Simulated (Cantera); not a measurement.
A perfectly stirred reactor is fed with N2O : H2 : N2 = 1 : 0.0068 : 2.4 (molar parts), at 13300 Pa; it is held at 1073 K, and followed from long to short residence time.

Detailed kinetics in Cantera: GRI-Mech 3.0 (53 species, 325 reactions). GRI-Mech 3.0 was tuned for natural gas; its chemistry of N2O as a main component is partial and can be far from experiment. The mechanism lacks the step 2 NO + O2 → 2 NO2, which can matter for NO2 below about 1400 K. The temperature is held fixed by assumption; the heat of reaction is taken as removed at once.

### Question
What does this change do: temperature 1073 to 1148 K?

### Answer
```csv
quantity,before,after
x(N2O) at τ = 2.30 s,0.287,0.271
x(H2) at τ = 2.30 s,0.000164,7.06e-5
x(H) at τ = 2.30 s,3.09e-8,1.95e-8
x(H2O) at τ = 2.30 s,0.00183,0.00191
x(H2O2) at τ = 2.30 s,1.21e-9,7.12e-10
x(N2O) at τ = 54.0 ms,0.293,0.292
x(H2) at τ = 54.0 ms,0.00151,0.00101
x(H) at τ = 54.0 ms,3.66e-7,4.47e-7
x(H2O) at τ = 54.0 ms,0.000480,0.000977
x(H2O2) at τ = 54.0 ms,1.19e-8,1.58e-8
```
